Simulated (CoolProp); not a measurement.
Vapour-liquid equilibrium of ethane (1) + propane (2) at 402 kPa; x and y are mole fractions of (1).

Computed with CoolProp (multi-fluid Helmholtz-energy mixture model, Bücker 2006 and Lemmon 2009; pair parameters Kunz 2012).

### Question
Give the bubble temperature and the first vapour's composition at x = 0.425, 0.575, 0.65. Is there an azeotrope?

### Answer
x = 0.425: 235.7 K, y = 0.803; x = 0.575: 228.7 K, y = 0.891; x = 0.65: 225.6 K, y = 0.922. No azeotrope shows between x = 0.05 and 0.95.

Pair parameters are fitted to limited data, so mixtures are less certain than the pure fluids.
